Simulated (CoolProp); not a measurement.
Vapour pressure (MPa) of isobutane: the reference equation beside estimates from Tc = 134.7 °C, pc = 3.629 MPa, ω = 0.184.

Computed with CoolProp (reference Helmholtz-energy equation of state, Bücker 2006).

```json
[
 {"T (°C)": "-68.45", "reference": "0.005318", "van der Waals": "0.1035", "Peng-Robinson": "0.005616"},
 {"T (°C)": "-66.05", "reference": "0.006261", "van der Waals": "0.1120", "Peng-Robinson": "0.006584"},
 {"T (°C)": "-63.75", "reference": "0.007290", "van der Waals": "0.1205", "Peng-Robinson": "0.007639"},
 {"T (°C)": "-61.35", "reference": "0.008511", "van der Waals": "0.1299", "Peng-Robinson": "0.008886"},
 {"T (°C)": "-59.05", "reference": "0.009834", "van der Waals": "0.1393", "Peng-Robinson": "0.01024"},
 {"T (°C)": "-56.65", "reference": "0.01139", "van der Waals": "0.1497", "Peng-Robinson": "0.01182"},
 {"T (°C)": "-54.25", "reference": "___", "van der Waals": "0.1606", "Peng-Robinson": "0.01360"},
 {"T (°C)": "-51.95", "reference": "0.01503", "van der Waals": "0.1716", "Peng-Robinson": "0.01551"},
 {"T (°C)": "-49.55", "reference": "___", "van der Waals": "0.1836", "Peng-Robinson": "___"},
 {"T (°C)": "-47.25", "reference": "0.01957", "van der Waals": "0.1956", "Peng-Robinson": "0.02008"},
 {"T (°C)": "-44.85", "reference": "0.02229", "van der Waals": "0.2088", "Peng-Robinson": "0.02282"},
 {"T (°C)": "-42.45", "reference": "0.02530", "van der Waals": "0.2225", "Peng-Robinson": "0.02584"},
 {"T (°C)": "-40.15", "reference": "0.02848", "van der Waals": "0.2363", "Peng-Robinson": "0.02904"},
 {"T (°C)": "-37.75", "reference": "0.03215", "van der Waals": "0.2512", "Peng-Robinson": "0.03271"}
]
```

### Question
What belongs in the gaps?

### Answer

- -54.25, reference: 0.01315
- -49.55, reference: 0.01723
- -49.55, Peng-Robinson: 0.01772

Absolute difference from the reference over all 14 rows, mean and median: van der Waals 1150.0 and 1081.5 %, Peng-Robinson 3.4 and 3.3 %.
